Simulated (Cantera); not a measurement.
Charge: 1 mol Ta, 5.1 mol O2, 15 mol N2, 5.3 mol N2O, held at 3.00 Pa.

Equilibrium computed with Cantera from the NASA thermochemical tables; the gas is ideal and each condensed phase is pure. Candidate condensed phases: Ta, Ta2O5; 12 gas species. Rates play no part.

Q: At 925 K, list the 3 most abundant gas species with their mole fractions, and the condensed phases.

A: N2 0.757, O2 0.243, NO 1.35e-5. Condensed: Ta2O5(s).
